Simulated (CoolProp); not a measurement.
Vapour pressure (bar) of n-pentane: the reference equation beside estimates from Tc = 469.7 K, pc = 33.68 bar, ω = 0.251. Clausius-Clapeyron is anchored at 366.8 K with a constant enthalpy of vaporisation of 21.91 kJ/mol.

Computed with CoolProp (reference Helmholtz-energy equation of state, Thol 2019).

```csv
T (K),reference,Lee-Kesler,Clausius-Clapeyron,van der Waals,Redlich-Kwong,Soave-Redlich-Kwong,Peng-Robinson
317,1.312,1.306,1.659,5.588,2.147,1.306,[?]
329.5,1.929,[?],2.274,6.825,2.999,1.929,1.922
341.9,2.741,2.751,3.039,8.216,4.061,2.750,2.730
354.4,3.800,3.821,3.989,9.792,5.379,[?],3.786
366.8,5.129,[?],5.129,11.54,[?],5.177,5.116
379.2,6.778,6.821,6.487,13.46,8.833,6.859,6.771
391.7,8.812,8.862,8.098,15.60,11.05,8.936,[?]
404.1,11.25,11.30,9.954,17.92,13.59,11.42,11.27
```

Question: Complete the blanks.

Answer: 
- 317, Peng-Robinson: 1.308
- 329.5, Lee-Kesler: 1.930
- 354.4, Soave-Redlich-Kwong: 3.824
- 366.8, Lee-Kesler: 5.161
- 366.8, Redlich-Kwong: 6.958
- 391.7, Peng-Robinson: 8.818

Absolute difference from the reference over all 8 rows, mean and median: Lee-Kesler 0.5 and 0.5 %, Clausius-Clapeyron 10.5 and 9.5 %, van der Waals 162.1 and 141.3 %, Redlich-Kwong 40.1 and 38.6 %, Soave-Redlich-Kwong 0.8 and 0.8 %, Peng-Robinson 0.3 and 0.3 %.
